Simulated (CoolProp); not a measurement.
The fluid at 298.15 K and 1.83 MPa flows at 0.1 m/s in a round tube of 10 mm bore and 0.25 µm roughness, fully developed (64/Re and Nu = 3.66 if laminar; Colebrook and Gnielinski if turbulent). The same conditions are run with several fluids, on thermodynamics alone (safety and materials aside).

Values from CoolProp's reference Helmholtz-energy equation of state of each fluid (ammonia: Gao 2020; n-decane: Lemmon 2006; R404A: Lemmon 2003). Blends and air are pseudo-pure fits.

**Question.** Rank ammonia, n-decane, R404A by Reynolds number, highest first.

**Answer.** R404A (8180), ammonia (4560), n-decane (841)

```tsv
fluid	Darcy friction factor	pressure drop (Pa/m)	heat-transfer coefficient (W/(m² K))	mass flow (kg/h)
ammonia	0.0384	11.6	926	17.1
n-decane	0.0761	27.7	47.6	20.6
R404A	0.0326	17.1	315	29.7
```

Transport values come from each fluid's own correlations.
